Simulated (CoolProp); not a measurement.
Vapour-liquid equilibrium of R22 (1) + R115 (2) at 3.33 bar; x and y are mole fractions of (1).

The numbers come from the multi-fluid Helmholtz-energy mixture model, Kamei 1995 and Lemmon 2016; pair parameters Bell 2016 in CoolProp.

```json
[
 {"x": "0.05", "bubble temperature, mixture model (K)": "262.3", "bubble temperature, Raoult's law (K)": "264.4", "y, mixture model": "0.110", "y, Raoult's law": "0.056"},
 {"x": "0.15", "bubble temperature, mixture model (K)": "259.7", "bubble temperature, Raoult's law (K)": "264.0", "y, mixture model": "0.249", "y, Raoult's law": "0.165"},
 {"x": "0.25", "bubble temperature, mixture model (K)": "258.4", "bubble temperature, Raoult's law (K)": "263.7", "y, mixture model": "0.337", "y, Raoult's law": "0.272"},
 {"x": "0.35", "bubble temperature, mixture model (K)": "257.7", "bubble temperature, Raoult's law (K)": "263.4", "y, mixture model": "0.404", "y, Raoult's law": "0.376"},
 {"x": "0.45", "bubble temperature, mixture model (K)": "257.4", "bubble temperature, Raoult's law (K)": "263.0", "y, mixture model": "0.466", "y, Raoult's law": "0.478"},
 {"x": "0.55", "bubble temperature, mixture model (K)": "257.5", "bubble temperature, Raoult's law (K)": "262.7", "y, mixture model": "0.531", "y, Raoult's law": "0.577"},
 {"x": "0.65", "bubble temperature, mixture model (K)": "257.8", "bubble temperature, Raoult's law (K)": "262.4", "y, mixture model": "0.605", "y, Raoult's law": "0.675"},
 {"x": "0.75", "bubble temperature, mixture model (K)": "258.4", "bubble temperature, Raoult's law (K)": "262.1", "y, mixture model": "0.693", "y, Raoult's law": "0.770"},
 {"x": "0.85", "bubble temperature, mixture model (K)": "259.4", "bubble temperature, Raoult's law (K)": "261.8", "y, mixture model": "0.800", "y, Raoult's law": "0.863"},
 {"x": "0.95", "bubble temperature, mixture model (K)": "260.6", "bubble temperature, Raoult's law (K)": "261.5", "y, mixture model": "0.928", "y, Raoult's law": "0.955"}
]
```

The largest gap from Raoult's law is -5.7 K in bubble temperature, at x = 0.35. y crosses x between x = 0.45 and 0.55: the model has an azeotrope there.

Pair parameters are fitted to limited data, so mixtures are less certain than the pure fluids.
